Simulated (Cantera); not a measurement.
A Cantera script and its output.

```python
import numpy as np
import cantera as ct

surf = ct.Interface("diamond.yaml", "diamond_100")
gas, bulk = surf.adjacent["gas"], surf.adjacent["diamond"]
k = surf.kinetics_species_index(bulk.species_names[0])
cover = ["c6HH", "c6H*", "c6*H", "c6**", "c6HM", "c6B"]

rows, drift = [], 0.0
print(f"{'P':>10s}{'um/h':>11s}" + "".join(f"{s:>11s}" for s in cover))
for v in [1000, 1400, 2000, 2800, 4000, 5600, 7900, 11000]:
    T, P, xH, xCH3 = 1125, v, 0.00029, 0.00028
    gas.TPX = T, P, {"H": xH, "CH3": xCH3, "CH4": 0.0089, "H2": 1 - xH - xCH3 - 0.0089}
    surf.TP = bulk.TP = T, P
    surf.coverages = "c6H*:0.1, c6HH:0.9"
    surf.advance_coverages(100.0)
    before = surf.coverages
    surf.advance_coverages(100.0)
    drift = max(drift, np.max(np.abs(surf.coverages - before) / (surf.coverages + 1e-9)))
    rate = surf.net_production_rates[k] * bulk.mean_molecular_weight / bulk.density * 3.6e9
    rows.append([rate, *surf[cover].coverages])
    print(f"{v:10.4g}{rate:11.4e}" + "".join(f"{x:11.3e}" for x in rows[-1][1:]))
```

Result:

```
         P       um/h       c6HH       c6H*       c6*H       c6**       c6HM        c6B
      1000 8.6872e-02  5.327e-01  2.793e-02  4.181e-01  1.018e-02  4.451e-03  2.357e-10
      1400 1.3886e-01  5.313e-01  2.785e-02  4.170e-01  1.015e-02  6.176e-03  3.768e-10
      2000 2.3403e-01  5.293e-01  2.774e-02  4.153e-01  1.010e-02  8.699e-03  6.350e-10
      2800 3.9160e-01  5.268e-01  2.759e-02  4.131e-01  1.004e-02  1.195e-02  1.063e-09
      4000 6.8969e-01  5.231e-01  2.738e-02  4.100e-01  9.964e-03  1.660e-02  1.872e-09
      5600 1.1930e+00  5.185e-01  2.712e-02  4.060e-01  9.867e-03  2.240e-02  3.237e-09
      7900 2.1051e+00  5.124e-01  2.678e-02  4.009e-01  9.740e-03  3.004e-02  5.712e-09
   1.1e+04 3.6369e+00  5.051e-01  2.637e-02  3.947e-01  9.589e-03  3.922e-02  9.869e-09
```

Cantera simulation using the Harris–Goodwin 1993 mechanism for the reconstructed diamond (100) surface; the numbers are that mechanism's predictions, not measurements.
